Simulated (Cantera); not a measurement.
## Equilibrium for metals in furnace atmospheres: Ti + O2 + H2

A closed system holds: 1 mol Ti, 0.36 mol O2, 52 mol H2, equilibrated at 7.10 bar.

Equilibrium computed with Cantera from the NASA thermochemical tables; the gas is ideal and each condensed phase is pure. Candidate condensed phases: H2O, Ti, TiO, TiO2, Ti2O3, Ti3O5, Ti4O7; 12 gas species. Mutual solubility and eutectic melting of coexisting phases are not modelled. TiO: taken at fixed stoichiometry. Condensed phases not in the tables: N, O or C dissolved in the metal. Equilibrium is a limit: real reactors are often held back by kinetics, nucleation or transport.

| T (°C) | x H2 | x H | x H2O | x Ti | x TiO | n Ti(α) | n TiO(s) | n Ti(β) | n Ti(l) |
|---|---|---|---|---|---|---|---|---|---|
| 727 | 1.00 | 8.52e-10 | <1e-12 | <1e-12 | <1e-12 | 0.280 | 0.720 | 0 | 0 |
| 827 | 1.00 | 9.70e-9 | 1.32e-12 | <1e-12 | <1e-12 | 0.280 | 0.720 | 0 | 0 |
| 927 | 1.00 | 7.41e-8 | 1.86e-11 | <1e-12 | <1e-12 | 0 | 0.720 | 0.280 | 0 |
| 1027 | 1.00 | 4.15e-7 | 1.73e-10 | <1e-12 | <1e-12 | 0 | 0.720 | 0.280 | 0 |
| 1127 | 1.000 | 1.83e-6 | 1.13e-9 | 1.09e-11 | <1e-12 | 0 | 0.720 | 0.280 | 0 |
| 1227 | 1.000 | 6.61e-6 | 5.69e-9 | 1.52e-10 | 1.28e-12 | 0 | 0.720 | 0.280 | 0 |
| 1327 | 1.000 | 2.04e-5 | 2.32e-8 | 1.51e-9 | 2.20e-11 | 0 | 0.720 | 0.280 | 0 |
| 1427 | 1.000 | 5.53e-5 | 7.92e-8 | 1.15e-8 | 2.67e-10 | 0 | 0.720 | 0.280 | 0 |
| 1527 | 1.000 | 0.000134 | 2.35e-7 | 6.89e-8 | 2.42e-9 | 0 | 0.720 | 0.280 | 0 |
| 1627 | 1.000 | 0.000298 | 6.15e-7 | 3.42e-7 | 1.72e-8 | 0 | 0.720 | 0.280 | 0 |
| 1727 | 0.999 | 0.000610 | 1.49e-6 | 1.40e-6 | 9.96e-8 | 0 | 0.720 | 0 | 0.280 |
x: gas mole fraction; n: condensed amount in mol.

From 727 °C to 827 °C the condensed part is Ti(α) + TiO(s). From 927 °C to 1627 °C the condensed part is Ti(β) + TiO(s). At 1727 °C the condensed part is Ti(l) + TiO(s).
